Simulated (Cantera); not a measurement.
What does this Cantera script print?

```python
import numpy as np
import cantera as ct

gas_names = """
    H HO2 H2 H2O H2O2 Mg MgH MgO MgOH MgO2H2 Mg2 O OH O2 O3 Si SiH SiH2 SiH3 SiH4 SiO SiO2 Si2 Si3
""".split()
cond_names = """
    H2O(s) H2O(L) Mg(cr) Mg(L) MgO(s) MgO(L) MgO2H2(s) MgSiO3(I) MgSiO3(II) MgSiO3(III) MgSiO3(L)
    Mg2SiO4(s) Mg2SiO4(L) Si(cr) Si(L) SiO2(Lqz) SiO2(hqz) SiO2(L)
""".split()


# ... load() reads the species with a 1 bar reference pressure and builds the phases ...
atoms = {
    'SiO2': {'Si': 1, 'O': 2},
    'MgO': {'Mg': 1, 'O': 1},
    'H2': {'H': 2},
}
top_T = {}  # K; cautious upper limits of use, not melting points


# ... equilibrate(T, P, feed) seeds the gas with the atoms and calls Mixture.equilibrate('TP', solver="vcs", rtol=1e-11, max_steps=5000) ...
results = []
feed = {'SiO2': 1, 'MgO': 1.5, 'H2': 27}  # mol
P = 100000  # Pa
for T in [825, 925, 1025, 1125, 1225, 1325, 1425, 1525, 1625, 1725, 1825]:
    mix = equilibrate(T, P, feed)
    results.append((T, P, feed, dict(zip(mix.species_names, mix.species_moles))))

top = {s: max(r[3][s] / sum(r[3][g] for g in gas_names) for r in results) for s in gas_names}
cols = sorted((s for s in top if top[s] > 0.0001), key=lambda s: -top[s])[:8]
seen = [c for c in cond_names if any(r[3].get(c, 0) > 1e-12 for r in results)]
print("log10 of partial pressures in bar; condensed amounts in mol")
print(f"{'T/K':>10s}" + "".join(f"{s[:9]:>10s}" for s in cols + seen))
for T, P, feed, n in results:
    ng = sum(n[g] for g in gas_names)
    print(f"{T:10.4g}" + "".join(f"{np.log10(max(n[s] / ng * P / 1e5, 1e-99)):10.3f}" for s in cols)
          + "".join(f"{n.get(c, 0):10.4g}" for c in seen))
```

Result:

```
log10 of partial pressures in bar; condensed amounts in mol
       T/K        H2       H2O       SiO         H MgSiO3(I) MgSiO3(II MgSiO3(II Mg2SiO4(s
       825    -0.000    -9.820   -15.133   -11.101       0.5         0         0       0.5
       925    -0.000    -8.789   -12.272    -9.584         0       0.5         0       0.5
      1025    -0.000    -7.968    -9.978    -8.361         0       0.5         0       0.5
      1125    -0.000    -7.271    -8.123    -7.352         0       0.5         0       0.5
      1225    -0.000    -6.534    -6.730    -6.506         0       0.5         0       0.5
      1325    -0.000    -5.701    -5.764    -5.786         0         0    0.4999       0.5
      1425    -0.000    -4.941    -4.984    -5.166         0         0    0.4995    0.5003
      1525    -0.000    -4.278    -4.311    -4.626         0         0    0.4975    0.5012
      1625    -0.000    -3.696    -3.722    -4.152         0         0    0.4901    0.5048
      1725    -0.001    -3.181    -3.202    -3.731         0         0    0.4669    0.5161
      1825    -0.002    -2.723    -2.740    -3.357         0         0    0.4034    0.5473
```

Cantera equilibrium calculation (NASA polynomials, part measured and part estimated; ideal gas, pure solids and liquids). Mutual solubility and eutectic melting of coexisting phases are not modelled. Condensed phases not in the tables: alloys, solid solutions and most ternary compounds.
